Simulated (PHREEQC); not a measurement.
Dissolve 1.8 mmol/kgw NH4Cl and 0.026 mmol/kgw Na2HPO4 at 25 °C. Closed to the air; pH follows from the charge balance.

Equilibrium calculation in PHREEQC: ion-association model, phreeqc.dat.

Task: The ionic strength comes out as 0.00185 mol/kgw. What activity coefficients do HPO4-2, Cl-, NH4+, Na+, H2PO4- get?

Result: HPO4-2 0.83, Cl- 0.95, NH4+ 0.95, Na+ 0.95, H2PO4- 0.95.

Precipitation was switched off in this run. Species that the database lacks are ignored.
